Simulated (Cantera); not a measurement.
A perfectly stirred reactor is fed with CH4 : H2O = 1 : 0.39 (molar parts), at 1.00 bar; it is held at 2050 K, and followed from long to short residence time.

Detailed kinetics in Cantera: GRI-Mech 3.0 (53 species, 325 reactions). GRI-Mech 3.0 stops at C3 and has no aromatics, soot or wall deposition, so with more carbon than oxygen in the feed, carbon stays in small species such as C2H2 where larger ones or solid carbon would form.

Question: What does this change do: temperature 2050 to 1523 K?

Answer: 
```
quantity                   before    after
-----------------------  --------  -------
x(CH4) at τ = 15.0 s      0.00263    0.116
x(H2O) at τ = 15.0 s     0.000140   0.0795
x(C2H6) at τ = 15.0 s     1.42e-7  6.93e-5
x(CH2CO) at τ = 15.0 s    3.00e-7  7.12e-6
x(CH2) at τ = 15.0 s      4.79e-7  2.93e-9
x(CH4) at τ = 30.0 ms      0.0216    0.616
x(H2O) at τ = 30.0 ms      0.0411    0.265
x(C2H6) at τ = 30.0 ms    7.10e-6  0.00155
x(CH2CO) at τ = 30.0 ms   2.45e-5  7.70e-6
x(CH2) at τ = 30.0 ms     3.94e-6  8.70e-9
```

Question: What does this change do: pressure from 1.00 bar to 5.00 bar?

Answer: 
```tsv
quantity	before	after
x(CH4) at τ = 15.0 s	0.00263	0.0117
x(H2O) at τ = 15.0 s	0.000140	7.30e-5
x(C2H6) at τ = 15.0 s	1.42e-7	2.98e-6
x(CH2CO) at τ = 15.0 s	3.00e-7	1.08e-6
x(CH2) at τ = 15.0 s	4.79e-7	4.30e-7
x(CH4) at τ = 30.0 ms	0.0216	0.0226
x(H2O) at τ = 30.0 ms	0.0411	0.0252
x(C2H6) at τ = 30.0 ms	7.10e-6	8.65e-6
x(CH2CO) at τ = 30.0 ms	2.45e-5	1.23e-5
x(CH2) at τ = 30.0 ms	3.94e-6	9.79e-7
```
